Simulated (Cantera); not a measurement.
Ignition delay

Mixture: CH4 : CO : O2 : N2 = 1 : 0.93 : 2.83 : 24 (molar parts), equivalence ratio 0.87, at 2.10 bar, adiabatic and at constant pressure. Ignition delay is the time to a rise of 400 K.

Cantera simulation using GRI-Mech 3.0 (53 species, 325 reactions); the numbers are that mechanism's predictions, not measurements.

```csv
T0 (K),delay (ms)
1225,41.7
1275,20.3
1325,10.2
1375,5.30
1425,2.85
1475,1.59
1525,0.927
1575,0.564
```

```yaml
apparent activation energy between 1475 and 1575 K: 200 kJ/mol
```
